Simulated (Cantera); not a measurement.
A closed system holds: 1 mol SiH₄, 1 mol CO₂, 1.4 mol N₂, 1.1 mol NO, 0.0069 mol NH₃, equilibrated at 3.20 mbar.

Cantera equilibrium calculation (NASA polynomials, part measured and part estimated; ideal gas, pure solids and liquids). Candidate condensed phases: C, C₆H₆, C₇H₈, C₈H₁₈, H₂O, Si, SiC, SiO₂, Si₂N₂O, Si₃N₄; 151 gas species. The tables hold silica as quartz up to 1696 K and as liquid above; real silica turns to tridymite and cristobalite and melts near 1996 K. Rates play no part.

Question: Which condensed phases are stable at each of these points (T (K)): 823, 873, 923, 973, 1023, 1073, 1123, 1173, 1223, 1273, 1323, 1373, 1423?

Answer: 
| T (K) | condensed phases | Si condensed (%) |
|---|---|---|
| 823 | SiO₂(α-quartz) | 100.0 |
| 873 | SiO₂(β-quartz) | 100.0 |
| 923 | SiO₂(β-quartz) | 100.0 |
| 973 | SiO₂(β-quartz) | 100.0 |
| 1023 | SiO₂(β-quartz) | 100.0 |
| 1073 | SiO₂(β-quartz) | 100.0 |
| 1123 | SiO₂(β-quartz) | 100.0 |
| 1173 | SiO₂(β-quartz) | 100.0 |
| 1223 | SiO₂(β-quartz) | 100.0 |
| 1273 | SiO₂(β-quartz) | 100.0 |
| 1323 | SiO₂(β-quartz) | 100.0 |
| 1373 | SiO₂(β-quartz) | 100.0 |
| 1423 | SiO₂(β-quartz) | 100.0 |

At 823 K the condensed part is SiO₂(α-quartz). From 873 K to 1423 K the condensed part is SiO₂(β-quartz).
